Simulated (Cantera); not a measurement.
Ignition delay

Mixture: C3H8 : O2 : N2 : CO2 = 1 : 2.5 : 15.2 : 1.2 (molar parts), equivalence ratio 2.0, at 1.00 bar, adiabatic and at constant pressure. Ignition delay is the time to a rise of 400 K.

Cantera simulation using GRI-Mech 3.0 (53 species, 325 reactions); the numbers are that mechanism's predictions, not measurements. GRI-Mech 3.0 was tuned for natural gas; its chemistry of propane as a main component is partial and can be far from experiment.

| T0 (K) | delay (ms) |
|---|---|
| 1300 | 1.55 |
| 1375 | 0.521 |
| 1450 | 0.216 |
| 1525 | 0.107 |
| 1600 | 0.0611 |
| 1675 | 0.0391 |

The apparent activation energy between 1525 and 1675 K comes out as 140 kJ/mol.
